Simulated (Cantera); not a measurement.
**Thermodynamics of silicon epitaxy and polysilicon growth, feed SiH2Cl2 + HCl + N2**

Charge: 1 mol SiH2Cl2, 0.13 mol HCl, 28 mol N2, at 1100 Pa.

Cantera equilibrium calculation (NASA polynomials, part measured and part estimated; ideal gas, pure solids and liquids). Candidate condensed phases: NH4Cl, Si, Si3N4; 28 gas species. N2 is the only nitrogen source here; it is nearly inert below about 1500 K, so the nitride shown seldom forms there in practice. The tables' values for SiCl3 are old estimates; treat these amounts as uncertain. Kinetics and transport are ignored.

```
T (K)   x N2   x HCl     x H2   x SiCl2   x SiCl4   x SiCl3      x Cl       x H  n Si3N4(s)
-----  -----  ------  -------  --------  --------  --------  --------  --------  ----------
873    0.933  0.0494   0.0115   4.72e-9   0.00574   6.79e-7  2.04e-10  4.78e-11       0.277
923    0.933  0.0506   0.0109   3.80e-8   0.00544   2.27e-6   1.09e-9  2.43e-10       0.280
973    0.933  0.0517   0.0104   2.46e-7   0.00518   6.66e-6   4.92e-9   1.05e-9       0.282
1023   0.933  0.0525  0.00993   1.32e-6   0.00495   1.76e-5   1.92e-8   3.93e-9       0.285
1073   0.932  0.0533  0.00955   6.04e-6   0.00473   4.23e-5   6.59e-8   1.31e-8       0.286
1123   0.932  0.0539  0.00922   2.40e-5   0.00452   9.34e-5   2.03e-7   3.90e-8       0.288
1173   0.932  0.0544  0.00897   8.40e-5   0.00429  0.000191   5.65e-7   1.06e-7       0.288
1223   0.932  0.0548  0.00880  0.000261   0.00399  0.000362   1.44e-6   2.69e-7       0.288
1273   0.932  0.0548  0.00878  0.000724   0.00354  0.000626   3.38e-6   6.37e-7       0.285
1323   0.931  0.0542  0.00901   0.00177   0.00289  0.000965   7.24e-6   1.44e-6       0.278
1373   0.931  0.0528  0.00968   0.00371   0.00202   0.00127   1.41e-5   3.12e-6       0.264
1423   0.930  0.0500   0.0110   0.00657   0.00115   0.00138   2.48e-5   6.64e-6       0.243
1473   0.929  0.0459   0.0129   0.00994  0.000540   0.00125   3.95e-5   1.37e-5       0.217
1523   0.929  0.0409   0.0153    0.0134  0.000222  0.000998   5.85e-5   2.73e-5       0.189
```
x: gas mole fraction; n: condensed amount in mol.

From 873 K to 1523 K the condensed part is Si3N4(s). The main Si-bearing gas is SiCl4 at 873 K and SiCl2 at 1523 K. The share of Si in condensed phases is highest at 1173 K (86.5 %) and lowest at 1523 K (56.6 %).
